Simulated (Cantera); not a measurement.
Feed: 1 mol acetone, 0.1 mol H₂O, 43 mol H₂, at 18800 Torr.

Equilibrium computed with Cantera from the NASA thermochemical tables; the gas is ideal and each condensed phase is pure. Candidate condensed phases: C, C₆H₆, C₇H₈, C₈H₁₈, H₂O; 131 gas species. Ions and electrons are included (thermal ionisation). The feed counts by its element totals alone. The numbers say what is thermodynamically allowed, not how fast it happens.

### Question
At 2500 K, list the 5 most abundant gas species with their mole fractions, and the condensed phases.

### Answer
H₂ 0.957, CO 0.0233, C₂H₂ (acetylene) 0.0104, H 0.00492, CH₄ 0.00344. Condensed: C(graphite).
